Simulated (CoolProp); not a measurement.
Saturation properties of sulfur hexafluoride (Tc = 318.7 K, pc = 37.55 bar, ω = 0.210).

The numbers come from the reference Helmholtz-energy equation of state, Guder 2009 in CoolProp.

| T (K) | p (bar) | liquid cp (kJ/(kg K)) | vapour Z |
|---|---|---|---|
| 247.8 | 5.779 | 0.9180 | 0.8663 |
| 253.8 | 7.040 | 0.9414 | 0.8463 |
| 259.7 | [?] | 0.9668 | 0.8248 |
| 265.7 | 10.13 | 0.9958 | 0.8009 |
| 271.6 | 11.99 | 1.029 | 0.7751 |
| 277.6 | 14.13 | 1.069 | 0.7464 |
| 283.5 | [?] | 1.118 | 0.7152 |
| 289.5 | 19.18 | 1.183 | 0.6799 |
| 295.4 | 22.14 | 1.274 | 0.6407 |
| 301.3 | 25.44 | 1.419 | 0.5956 |
| 307.3 | 29.17 | 1.707 | 0.5401 |
| 313.2 | 33.26 | [?] | 0.4675 |

Complete the blanks.


- 259.7, p (bar): 8.469
- 283.5, p (bar): 16.49
- 313.2, liquid cp (kJ/(kg K)): 2.586
